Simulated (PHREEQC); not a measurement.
Consider water at 25 °C with 0.0039 mol H2S and 0.01 mol NaCl per kg of water. Closed to the air; pH follows from the charge balance.

Computed with PHREEQC (ion-association model, wateq4f.dat).

This is a speciation only: nothing precipitates in the calculation.

### Question
Estimate the pH.

### Answer
pH 4.67.

Species that the database lacks are ignored. The polysulfide entries of wateq4f.dat were taken out for this run.
